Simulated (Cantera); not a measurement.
Feed: 1 mol MgO, 0.51 mol I₂, 5 mol H₂, held at 1225 °C and 10.0 mbar.

Method: chemical equilibrium by Gibbs-energy minimisation in Cantera with the NASA 1993 tables (ideal gas, pure condensed phases). Candidate condensed phases: H₂O, I₂, Mg, MgI₂, MgO, Mg(OH)₂; 20 gas species. Kinetics and transport are ignored.

Base state: H₂ 0.826, I 0.127, HI 0.0386, H₂O 0.00385, MgI₂ 0.00366, MgI 0.000163, H 0.000157, I₂ 0.000108 (mole fractions); condensed: MgO(s).

**Question.** What changes in the equilibrium state with this change: temperature from 1225 °C to 525 °C?

**Answer.** 
```
species        before     after
-----------  --------  --------
H₂              0.826     0.816
HI             0.0386     0.181
I               0.127   0.00164
MgI₂          0.00366  0.000136
MgI          0.000163     <1e-9
H            0.000157     <1e-9
Mg            2.06e-5     <1e-9
H₂O           0.00385  0.000136
I₂           0.000108  0.000929
MgO(s), mol     0.977     0.999
```
